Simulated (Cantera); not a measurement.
Thermodynamics of silicon epitaxy and polysilicon growth, feed SiHCl3 + HCl + H2

Charge: 1 mol SiHCl3, 0.5 mol HCl, 110 mol H2, held at 1.80 bar.

Equilibrium computed with Cantera from the NASA thermochemical tables; the gas is ideal and each condensed phase is pure. Candidate condensed phases: Si; 19 gas species. The tables' values for SiCl3 are old estimates; treat these amounts as uncertain. Rates play no part.

At 925 K nothing is condensed. From 1000 K to 1600 K the condensed part is Si(s). The main Si-bearing gas is SiHCl3 at 925 K and SiCl2 at 1600 K. The share of Si in condensed phases is highest at 1600 K (70.4 %) and lowest at 925 K (0.0 %).

```tsv
T (K)	x H2	x HCl	x SiHCl3	x SiCl4	n Si(s)
925	0.989	0.00223	0.00501	0.00311	0
1000	0.987	0.00426	0.00463	0.00283	0.0626
1075	0.985	0.00738	0.00402	0.00242	0.162
1150	0.982	0.0115	0.00322	0.00186	0.291
1225	0.979	0.0161	0.00228	0.00121	0.432
1300	0.976	0.0203	0.00138	0.000631	0.557
1375	0.974	0.0233	0.000710	0.000266	0.641
1450	0.972	0.0248	0.000331	9.79e-5	0.684
1525	0.972	0.0255	0.000152	3.52e-5	0.701
1600	0.972	0.0257	7.17e-5	1.31e-5	0.704
```
x: gas mole fraction; n: condensed amount in mol.
